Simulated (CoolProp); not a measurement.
Aqueous ethanol as a coolant, at -10 °C, 1 atm.

Model: Melinder's fits for secondary coolants, in CoolProp.

```csv
mass %,freezing point (°C),cp (kJ/(kg K)),Prandtl number,conductivity (W/(m K)),viscosity (mPa s)
20.4,___,4.375,97.3,0.437,9.71
27.6,-17.9,4.197,___,0.402,11.8
34.8,-24.7,___,136,0.370,12.7
42.1,-31.4,3.740,136,0.339,12.3
49.3,___,___,126,0.312,11.1
56.5,-42.3,3.322,111,0.287,___
```

Question: Fill in the missing entries.

Answer: 
- 20.4, freezing point (°C): -11.4
- 27.6, Prandtl number: 123
- 34.8, cp (kJ/(kg K)): 3.971
- 49.3, freezing point (°C): -37.1
- 49.3, cp (kJ/(kg K)): 3.533
- 56.5, viscosity (mPa s): 9.56
